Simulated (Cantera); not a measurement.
A freely propagating, adiabatic, planar premixed flame of H2 : O2 : N2 : H2O = 1 : 0.294 : 1.11 : 0.53 (molar parts), equivalence ratio 1.7, unburnt at 500 K and 1.68 atm; mixture-averaged transport, grid criteria slope 0.08 and curve 0.16, no radiation.

Computed with Cantera and the H2/O2 subset of GRI-Mech 3.0, which has no nitrogen chemistry. Burning velocities carry a grid error of a few per cent, more on coarse grids.

Question: What does this change do: N2 1.11 to 0.84 parts?

Answer: 
```
quantity                    before     after
------------------------  --------  --------
laminar burning velocity  417 cm/s  519 cm/s
thermal thickness         0.180 mm  0.171 mm
peak x(H2O2)               6.35e-5   6.77e-5
peak x(OH)                 0.00464   0.00672
peak x(HO2)               0.000711  0.000827
```

Question: What does this change do: O2 0.294 to 0.23 parts?

Answer: 
```csv
quantity,before,after
laminar burning velocity,417 cm/s,267 cm/s
thermal thickness,0.180 mm,0.207 mm
peak x(H2O2),6.35e-5,6.11e-5
peak x(OH),0.00464,0.00123
peak x(HO2),0.000711,0.000554
```
